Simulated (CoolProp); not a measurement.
Octamethylcyclotetrasiloxane (D4) along the isobar 0.911 MPa: fugacity coefficient from the reference equation and from simpler models built on Tc = 586.5 K, pc = 1.347 MPa, ω = 0.598; each cubic takes its own stable root.

The numbers come from the reference Helmholtz-energy equation of state, Thol 2015 in CoolProp.

```json
[
 {"T (K)": "389.6", "phase": "liquid", "reference": "0.01965", "Soave-Redlich-Kwong": "0.01998", "Peng-Robinson": "0.02044"},
 {"T (K)": "400.8", "phase": "liquid", "reference": "0.02895", "Soave-Redlich-Kwong": "0.02937", "Peng-Robinson": "[?]"},
 {"T (K)": "412", "phase": "liquid", "reference": "0.04140", "Soave-Redlich-Kwong": "0.04196", "Peng-Robinson": "[?]"},
 {"T (K)": "423.2", "phase": "liquid", "reference": "0.05761", "Soave-Redlich-Kwong": "0.05842", "Peng-Robinson": "0.05842"},
 {"T (K)": "434.4", "phase": "liquid", "reference": "0.07820", "Soave-Redlich-Kwong": "[?]", "Peng-Robinson": "[?]"},
 {"T (K)": "445.5", "phase": "liquid", "reference": "0.1035", "Soave-Redlich-Kwong": "0.1053", "Peng-Robinson": "0.1042"},
 {"T (K)": "456.7", "phase": "liquid", "reference": "0.1346", "Soave-Redlich-Kwong": "[?]", "Peng-Robinson": "0.1352"},
 {"T (K)": "467.9", "phase": "liquid", "reference": "[?]", "Soave-Redlich-Kwong": "0.1754", "Peng-Robinson": "0.1722"},
 {"T (K)": "479.1", "phase": "liquid", "reference": "0.2150", "Soave-Redlich-Kwong": "0.2203", "Peng-Robinson": "0.2157"},
 {"T (K)": "490.3", "phase": "liquid", "reference": "0.2650", "Soave-Redlich-Kwong": "0.2721", "Peng-Robinson": "[?]"}
]
```

**Question.** What belongs in the gaps?

**Answer.** 
- 400.8, Peng-Robinson: 0.02979
- 412, Peng-Robinson: 0.04224
- 434.4, Soave-Redlich-Kwong: 0.07940
- 434.4, Peng-Robinson: 0.07895
- 456.7, Soave-Redlich-Kwong: 0.1372
- 467.9, reference: 0.1716
- 490.3, Peng-Robinson: 0.2658
